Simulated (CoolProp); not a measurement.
A closed Brayton cycle with nitrogen: compressor inlet 315.15 K and 1.6 MPa, high pressure 5.1 MPa, turbine inlet 920 K, compressor efficiency 0.89, turbine efficiency 0.85, recuperator effectiveness 0.95 (on enthalpy, no pinch check). Each further row changes one setting.

Values from CoolProp's reference Helmholtz-energy equation of state, Span 2000.

```json
[
 {"case": "as stated", "thermal efficiency (%)": "35.5", "net work (kJ/kg)": "88.9", "compressor to turbine work": "0.62", "compressor exit (K)": "454.8", "turbine exit (K)": "714.0"},
 {"case": "turbine inlet 870 K", "thermal efficiency (%)": "32.2", "net work (kJ/kg)": "75.9", "compressor to turbine work": "0.66", "compressor exit (K)": "454.8", "turbine exit (K)": "673.5"},
 {"case": "compressor inlet 325.15 K", "thermal efficiency (%)": "33.7", "net work (kJ/kg)": "84.2", "compressor to turbine work": "0.64", "compressor exit (K)": "469.0", "turbine exit (K)": "714.0"},
 {"case": "high pressure 4.33 MPa", "thermal efficiency (%)": "37.3", "net work (kJ/kg)": "83.6", "compressor to turbine work": "0.59", "compressor exit (K)": "432.2", "turbine exit (K)": "739.8"},
 {"case": "recuperator effectiveness 0.5", "thermal efficiency (%)": "23.6", "net work (kJ/kg)": "88.9", "compressor to turbine work": "0.62", "compressor exit (K)": "454.8", "turbine exit (K)": "714.0"}
]
```
